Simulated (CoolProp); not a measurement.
Model: reference Helmholtz-energy equation of state, Thol 2017, in CoolProp.

### Question
For octamethyltrisiloxane (MDM), give the phase and the density (kg/m³), speed of sound (m/s), fugacity coefficient at 152.55 °C and 3.06 bar.

### Answer
- 152.55 °C and 3.06 bar: liquid; density 676, speed of sound 507, fugacity coefficient 0.315
